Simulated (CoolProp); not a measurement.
The numbers come from the reference Helmholtz-energy equation of state, Setzmann 1991 in CoolProp.

Task: For methane, give the phase and the Z, cv (kJ/(kg K)), speed of sound (m/s), expansivity (1/kK) at 204.6 K and 6.9 MPa.

Result: 
- 204.6 K and 6.9 MPa: supercritical; Z 0.369, cv 2.08, speed of sound 327, expansivity 53.6
